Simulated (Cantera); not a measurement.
A Cantera script and what it prints.

```python
import numpy as np
import cantera as ct

gas_names = """
    B BN B2 N N2
""".split()
cond_names = """
    B(b) B(L) BN(s)
""".split()


# ... load() reads the species with a 1 bar reference pressure and builds the phases ...
atoms = {
    'BN': {'B': 1, 'N': 1},
    'N2': {'N': 2},
}
top_T = {'BN(s)': 3200}  # K; cautious upper limits of use, not melting points


# ... equilibrate(T, P, feed) seeds the gas with the atoms and calls Mixture.equilibrate('TP', solver="vcs", rtol=1e-11, max_steps=5000) ...
results = []
feed = {'BN': 1, 'N2': 4.4}  # mol
P = 100000  # Pa
for T in [2425, 2475, 2525, 2575, 2625, 2675, 2725, 2775, 2825, 2875, 2925]:
    mix = equilibrate(T, P, feed)
    results.append((T, P, feed, dict(zip(mix.species_names, mix.species_moles))))

top = {s: max(r[3][s] / sum(r[3][g] for g in gas_names) for r in results) for s in gas_names}
cols = sorted((s for s in top if top[s] > 1e-05), key=lambda s: -top[s])[:6]
seen = [c for c in cond_names if any(r[3].get(c, 0) > 1e-12 for r in results)]
print("log10 of partial pressures in bar; condensed amounts in mol")
print(f"{'T/K':>10s}" + "".join(f"{s[:9]:>10s}" for s in cols + seen))
for T, P, feed, n in results:
    ng = sum(n[g] for g in gas_names)
    print(f"{T:10.4g}" + "".join(f"{np.log10(max(n[s] / ng * P / 1e5, 1e-99)):10.3f}" for s in cols)
          + "".join(f"{n.get(c, 0):10.4g}" for c in seen))
```

It prints:

```
log10 of partial pressures in bar; condensed amounts in mol
       T/K        N2         B        BN      B(L)     BN(s)
      2425    -0.000    -5.180    -5.539         0         1
      2475    -0.000    -4.833    -5.231         0    0.9999
      2525    -0.000    -4.500    -4.934         0    0.9998
      2575    -0.000    -4.181    -4.650         0    0.9996
      2625    -0.000    -3.873    -4.376         0    0.9992
      2675    -0.000    -3.578    -4.113         0    0.9985
      2725    -0.000    -3.293    -3.860         0    0.9971
      2775    -0.001    -3.033    -3.631    0.9943         0
      2825    -0.001    -2.868    -3.495    0.9918         0
      2875    -0.001    -2.709    -3.364    0.9883         0
      2925    -0.001    -2.556    -3.238    0.9835         0
```

Equilibrium computed with Cantera from the NASA thermochemical tables; the gas is ideal and each condensed phase is pure.
